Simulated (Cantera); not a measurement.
Input (Python, Cantera):

```python
import numpy as np
import cantera as ct

gas = ct.Solution("gri30.yaml")
gas.TP = 300, 130000
flame = ct.CounterflowDiffusionFlame(gas, width=0.02)
flame.fuel_inlet.X, flame.fuel_inlet.T = {'CH4': 1}, 300
flame.oxidizer_inlet.X, flame.oxidizer_inlet.T = {'O2': 0.19, 'N2': 0.81}, 348
flame.set_refine_criteria(ratio=3, slope=0.12, curve=0.24, prune=0.03)
show = ['OH', 'H', 'NO', 'CO', 'C2H2']

rows = []
print(f"{'mdot':>8s}{'a_max':>10s}{'a_mean':>10s}{'Tmax/K':>9s}" + "".join(f"{s:>11s}" for s in show) + "   (peak mole fractions)")
for i, mdot in enumerate([0.33, 0.48, 0.72, 1.1, 1.6, 2.4, 3.6, 5.3]):  # kg/m2/s on the oxidiser side
    flame.oxidizer_inlet.mdot, flame.fuel_inlet.mdot = mdot, 0.68 * mdot
    flame.solve(loglevel=0, auto=(i == 0))
    if flame.T.max() < max(300, 348) + 100:
        print(f"{mdot:8.3g}  no burning solution found from the previous one")
        break
    dT = np.abs(np.gradient(flame.T, flame.grid))
    rows.append([flame.strain_rate("max"), flame.strain_rate("mean"), flame.T.max(),
                 *(flame.X[gas.species_index(s)].max() for s in show), max(dT[0], dT[-1]) / dT.max()])
    print(f"{mdot:8.3g}{rows[-1][0]:10.1f}{rows[-1][1]:10.1f}{rows[-1][2]:9.1f}" + "".join(f"{x:11.3e}" for x in rows[-1][3:-1]))
```

Output:

```
    mdot     a_max    a_mean   Tmax/K         OH          H         NO         CO       C2H2   (peak mole fractions)
    0.33     155.5      26.2   1988.3  5.030e-03  2.436e-03  1.671e-04  3.689e-02  8.579e-03
    0.48     221.5      38.1   1972.6  5.011e-03  2.552e-03  1.482e-04  3.678e-02  7.618e-03
    0.72     322.1      57.1   1956.3  4.964e-03  2.678e-03  1.261e-04  3.700e-02  6.745e-03
     1.1     471.2      87.3   1933.8  4.806e-03  2.759e-03  9.854e-05  3.736e-02  5.791e-03
     1.6     663.2     126.9   1906.1  4.524e-03  2.749e-03  7.120e-05  3.784e-02  4.821e-03
     2.4     951.1     190.4   1859.8  3.939e-03  2.545e-03  3.976e-05  3.857e-02  3.465e-03
     3.6  no burning solution found from the previous one
```

Model: GRI-Mech 3.0 (53 species, 325 reactions), integrated in Cantera. GRI-Mech 3.0 has no aromatics or soot, which form on the fuel side of real flames. The maximum strain rate includes the flame's own expansion and is several times the mean. A flux with no burning solution from the previous one only brackets extinction.
